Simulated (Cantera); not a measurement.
A closed system holds: 1 mol Ta(OEt)₅, 2.4 mol H₂O, 16 mol H₂, at 1.90 bar.

Method: chemical equilibrium by Gibbs-energy minimisation in Cantera with the NASA 1993 tables (ideal gas, pure condensed phases). Candidate condensed phases: C, C₆H₆, C₇H₈, C₈H₁₈, H₂O, Ta, TaC, Ta₂O₅; 113 gas species. The feed counts by its element totals alone. TaC: taken at fixed stoichiometry. Condensed phases not in the tables: Ta₂C. Kinetics and transport are ignored.

**Question.** At 1323 K, list the 4 most abundant gas species with their mole fractions, and the condensed phases.

**Answer.** H₂ 0.797, CO 0.193, CH₄ 0.00820, H₂O 0.00214. Condensed: C(graphite) + TaC(s).
